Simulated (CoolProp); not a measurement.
Vapour-liquid equilibrium of carbon dioxide (1) + ethane (2) at -42.55 °C; x and y are mole fractions of (1).

Model: multi-fluid Helmholtz-energy mixture model, Span 1996 and Bücker 2006; pair parameters Kunz 2012, in CoolProp.

```json
[
 {"x": "0.05", "bubble pressure (MPa)": "0.7935", "y at the bubble point": "0.129", "dew pressure at overall composition x (MPa)": "0.7435", "liquid density (mol/L)": "16.16"},
 {"x": "0.15", "bubble pressure (MPa)": "0.9234", "y at the bubble point": "0.304", "dew pressure at overall composition x (MPa)": "0.8077", "liquid density (mol/L)": "16.59"},
 {"x": "0.25", "bubble pressure (MPa)": "1.018", "y at the bubble point": "0.417", "dew pressure at overall composition x (MPa)": "0.8804", "liquid density (mol/L)": "17.08"},
 {"x": "0.35", "bubble pressure (MPa)": "1.081", "y at the bubble point": "0.495", "dew pressure at overall composition x (MPa)": "0.9611", "liquid density (mol/L)": "17.66"},
 {"x": "0.45", "bubble pressure (MPa)": "1.120", "y at the bubble point": "0.552", "dew pressure at overall composition x (MPa)": "1.045", "liquid density (mol/L)": "18.36"},
 {"x": "0.55", "bubble pressure (MPa)": "1.140", "y at the bubble point": "0.599", "dew pressure at overall composition x (MPa)": "1.119", "liquid density (mol/L)": "19.20"},
 {"x": "0.65", "bubble pressure (MPa)": "1.145", "y at the bubble point": "0.642", "dew pressure at overall composition x (MPa)": "1.144", "liquid density (mol/L)": "20.21"},
 {"x": "0.75", "bubble pressure (MPa)": "1.134", "y at the bubble point": "0.688", "dew pressure at overall composition x (MPa)": "1.101", "liquid density (mol/L)": "21.43"},
 {"x": "0.85", "bubble pressure (MPa)": "1.098", "y at the bubble point": "0.754", "dew pressure at overall composition x (MPa)": "1.028", "liquid density (mol/L)": "22.89"},
 {"x": "0.95", "bubble pressure (MPa)": "1.005", "y at the bubble point": "0.879", "dew pressure at overall composition x (MPa)": "0.9503", "liquid density (mol/L)": "24.62"}
]
```

y crosses x between x = 0.55 and 0.65: the model has an azeotrope there.

The pair parameters rest on a limited set of measurements; away from them the model extrapolates.
